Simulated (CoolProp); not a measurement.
Model: reference Helmholtz-energy equation of state, Lemmon 2006, in CoolProp. It is a short technical equation, of lower accuracy than the large ones.

Problem. Give the vapour pressure (kPa), enthalpy of vaporisation (kJ/kg), liquid viscosity (µPa s) of saturated toluene at 398.6, 495.7 K.

Solution. 
```tsv
T (K)	p (kPa)	enthalpy of vaporisation (kJ/kg)	liquid viscosity (µPa s)
398.6	152	351	223
495.7	1100	267	119
```

Viscosity comes from a separate model (Avgeri 2015).
